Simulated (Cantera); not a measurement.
A closed system holds: 1 mol Ta, 0.55 mol CH₄, equilibrated at 2600 K and 1330 Pa.

Equilibrium computed with Cantera from the NASA thermochemical tables; the gas is ideal and each condensed phase is pure. Candidate condensed phases: C, C₆H₆, C₇H₈, C₈H₁₈, Ta, TaC; 77 gas species. Mutual solubility and eutectic melting of coexisting phases are not modelled. TaC: taken at fixed stoichiometry. Condensed phases not in the tables: Ta₂C, N, O or C dissolved in the metal. Rates play no part.

Base state: H₂ 0.718, H 0.282 (mole fractions); condensed: Ta(s) + TaC(s).

### Question
What changes in the equilibrium state with this change: CH₄ from 0.55 to 1.9 mol?

### Answer
```json
[
 {"species": "H₂", "before": "0.718", "after": "0.708"},
 {"species": "H", "before": "0.282", "after": "0.280"},
 {"species": "C₂H₂ (acetylene)", "before": "2.64e-8", "after": "0.0115"},
 {"species": "C₂H", "before": "<1e-9", "after": "0.000399"},
 {"species": "C₃", "before": "<1e-9", "after": "0.000166"},
 {"species": "C₄H₂", "before": "<1e-9", "after": "7.72e-5"},
 {"species": "C₂", "before": "<1e-9", "after": "1.56e-5"},
 {"species": "C₂H₂ (vinylidene)", "before": "<1e-9", "after": "1.24e-5"},
 {"species": "Ta(s), mol", "before": "0.450", "after": "0"},
 {"species": "TaC(s), mol", "before": "0.550", "after": "1.00"},
 {"species": "C(graphite), mol", "before": "0", "after": "0.791"}
]
```
Condensed phases not in the tables: Ta₂C.

### Question
What changes in the equilibrium state with this change: CH₄ from 0.55 to 1.3 mol?

### Answer
```json
[
 {"species": "H₂", "before": "0.718", "after": "0.708"},
 {"species": "H", "before": "0.282", "after": "0.280"},
 {"species": "C₂H₂ (acetylene)", "before": "2.64e-8", "after": "0.0115"},
 {"species": "C₂H", "before": "<1e-9", "after": "0.000399"},
 {"species": "C₃", "before": "<1e-9", "after": "0.000166"},
 {"species": "C₄H₂", "before": "<1e-9", "after": "7.72e-5"},
 {"species": "C₂", "before": "<1e-9", "after": "1.56e-5"},
 {"species": "C₂H₂ (vinylidene)", "before": "<1e-9", "after": "1.24e-5"},
 {"species": "Ta(s), mol", "before": "0.450", "after": "0"},
 {"species": "TaC(s), mol", "before": "0.550", "after": "1.00"},
 {"species": "C(graphite), mol", "before": "0", "after": "0.225"}
]
```
Condensed phases not in the tables: Ta₂C.
